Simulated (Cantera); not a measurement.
An adiabatic, constant-pressure homogeneous reactor starts with 24.5 % H2, 15.9 % O2, 59.7 % N2, equivalence ratio 0.77, at 1500 K and 1.10 bar.

Detailed kinetics in Cantera: the H2/O2 subset of GRI-Mech 3.0, which has no nitrogen chemistry.

One state of this run: T (K) = 2754; x H2 = 0.0232; x O2 = 0.0415; x H2O2 = 5.15e-7; x HO2 = 1.17e-5; x H2O = 0.224; x OH = 0.0318. x: mole fraction; the columns are a selection and need not sum to one.

Which value of t (s) does it belong to?
(A) 0.000167
(B) 6.00e-6
(C) 7.29e-5
(D) 3.17e-5

A, 0.000167
